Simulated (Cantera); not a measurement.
A closed system holds: 1 mol B2O3, 0.091 mol O2, equilibrated at 1348 K and 133 Pa.

These are equilibrium values from Cantera (NASA tables, ideal gas, pure condensed phases), not measurements of a reactor. Candidate condensed phases: B, B2O3; 10 gas species. The numbers say what is thermodynamically allowed, not how fast it happens.

Base state: O2 0.999, B2O3 0.000501, BO2 8.07e-5, O 1.12e-5 (mole fractions); condensed: B2O3(l).

Question: What changes in the equilibrium state with this change: B2O3 replaced by borazine?

Answer: 
| species | before | after |
|---|---|---|
| H2 | 0 | 0.975 |
| N2 | 0 | 0.0196 |
| HBO2 | 0 | 0.00228 |
| O2 | 0.999 | <1e-9 |
| HBO | 0 | 0.00176 |
| H2O | 0 | 0.000241 |
| H | 0 | 6.26e-5 |
| B2O2 | <1e-9 | 3.75e-5 |
| BO2 | 8.07e-5 | 2.95e-9 |
| B2O3(l), mol | 1.000 | 0.0523 |
| BN(s), mol | 0 | 2.88 |
The feed counts by its element totals alone. Mutual solubility and eutectic melting of coexisting phases are not modelled. Further candidate phases: BN, B3O3H3, H2O.
